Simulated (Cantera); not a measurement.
Cantera run:

```python
import numpy as np
import cantera as ct

gas_names = """
    H HO2 H2 H2O H2O2 O OH O2 O3 Pb PbO Pb2
""".split()
cond_names = """
    H2O(s) H2O(L) Pb(cr) Pb(L) PbO(rd) PbO(yw) PbO(L) PbO2(s) Pb3O4(s)
""".split()


def load(file, names, dense=False):
    # The tables refer to 1 bar. Condensed volumes are neglected.
    table = {s.name: s for s in ct.Species.list_from_file(file)}
    out = []
    for n in names:
        d = dict(table[n].input_data)
        d["thermo"] = dict(d["thermo"], **{"reference-pressure": 1e5})
        if dense:
            d["equation-of-state"] = {"model": "constant-volume", "density": "1e6 g/cm^3"}
        out.append(ct.Species.from_dict(d))
    return out


gas = ct.Solution(thermo="ideal-gas", species=load("nasa_gas.yaml", gas_names))
cond = {s.name: ct.Solution(thermo="fixed-stoichiometry", species=[s], name=s.name)
        for s in load("nasa_condensed.yaml", cond_names, dense=True)}
atoms = {
    'PbO': {'Pb': 1, 'O': 1},
    'H2': {'H': 2},
}
top_T = {'Pb3O4(s)': 820}  # K; cautious upper limits of use, not melting points


def equilibrate(T, P, feed):
    n = {}
    for name, mol in feed.items():
        for a, k in atoms[name].items():
            n[a] = n.get(a, 0.0) + k * mol
    gas.TPX = T, P, n
    mass = sum(n.values()) * gas.mean_molecular_weight
    gas.equilibrate("TP")
    valid = [c for c in cond.values() if c.min_temp <= T <= top_T.get(c.name, c.max_temp)]
    mix = ct.Mixture([(gas, mass / gas.mean_molecular_weight)] + [(c, 0.0) for c in valid])
    mix.T, mix.P = T, P
    mix.equilibrate("TP", solver="vcs", rtol=1e-11, max_steps=5000)
    return mix


results = []
feed = {'PbO': 1, 'H2': 66}  # mol
P = 5200  # Pa
for T in [1148, 1198, 1248, 1298, 1348, 1398, 1448, 1498, 1548, 1598, 1648]:
    mix = equilibrate(T, P, feed)
    results.append((T, P, feed, dict(zip(mix.species_names, mix.species_moles))))

top = {s: max(r[3][s] / sum(r[3][g] for g in gas_names) for r in results) for s in gas_names}
cols = sorted((s for s in top if top[s] > 1e-05), key=lambda s: -top[s])[:5]
seen = [c for c in cond_names if any(r[3].get(c, 0) > 1e-12 for r in results)]
print("log10 of partial pressures in bar; condensed amounts in mol")
print(f"{'T/K':>10s}" + "".join(f"{s[:9]:>10s}" for s in cols + seen))
for T, P, feed, n in results:
    ng = sum(n[g] for g in gas_names)
    print(f"{T:10.4g}" + "".join(f"{np.log10(max(n[s] / ng * P / 1e5, 1e-99)):10.3f}" for s in cols)
          + "".join(f"{n.get(c, 0):10.4g}" for c in seen))
```

It prints:

```
log10 of partial pressures in bar; condensed amounts in mol
       T/K        H2       H2O        Pb         H     Pb(L)
      1148    -1.293    -3.106    -3.553    -7.791    0.6424
      1198    -1.296    -3.109    -3.205    -7.369    0.1986
      1248    -1.297    -3.110    -3.110    -6.979         0
      1298    -1.297    -3.110    -3.110    -6.619         0
      1348    -1.297    -3.110    -3.110    -6.284         0
      1398    -1.297    -3.110    -3.110    -5.974         0
      1448    -1.297    -3.110    -3.110    -5.684         0
      1498    -1.297    -3.110    -3.110    -5.413         0
      1548    -1.297    -3.110    -3.110    -5.160         0
      1598    -1.297    -3.110    -3.110    -4.922         0
      1648    -1.297    -3.110    -3.110    -4.699         0
```

Method: chemical equilibrium by Gibbs-energy minimisation in Cantera with the NASA 1993 tables (ideal gas, pure condensed phases).
